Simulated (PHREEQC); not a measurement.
Make-up at 94 °C: 0.26 mol MgCl2 per kg of water. Closed to the air; pH follows from the charge balance.

The numbers come from PHREEQC with the Pitzer model, pitzer.dat.

The ionic strength is 0.780 mol/kgw and the activity of water is 0.988. The density comes out as 0.983 g/cm³ and the osmotic coefficient is 0.844.

```csv
species,molality,activity,log γ
Cl-,0.520,0.310,-0.225
Mg+2,0.260,0.0500,-0.716
H+,4.33e-6,3.11e-6,-0.144
MgOH+,3.89e-6,3.28e-6,-0.074
OH-,4.41e-7,1.47e-7,-0.478
```

Precipitation was switched off in this run. Complexes and solids missing from the database can't appear. At this temperature some constants are extrapolated from 25 °C, and those without enthalpy data are left unchanged.
